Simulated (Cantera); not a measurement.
# Equilibrium for abatement and gas-phase synthesis: CO2 + O2

A closed system holds: 1 mol CO2, 4.3 mol O2, equilibrated at 100000 Pa.

These are equilibrium values from Cantera (NASA tables, ideal gas, pure condensed phases), not measurements of a reactor. Candidate condensed phases: C; 23 gas species. Ions and electrons are included (thermal ionisation). Kinetics and transport are ignored.

```tsv
T (K)	log p O	log p O2	log p CO2	log p CO	log p C	log p e-
3000	-1.01	-0.14	-0.90	-1.31	-11.94	-8.98
3500	-0.46	-0.30	-1.34	-1.00	-9.46	-7.53
4000	-0.17	-0.68	-2.02	-0.98	-7.67	-6.56
4500	-0.07	-1.24	-2.71	-1.01	-6.20	-5.90
5000	-0.05	-1.79	-3.31	-1.02	-4.95	-5.33
```
log p: log10 of the partial pressure in bar; nothing condenses.

From 3000 K to 5000 K nothing is condensed. The main C-bearing gas is CO2 at 3000 K and CO at 5000 K.
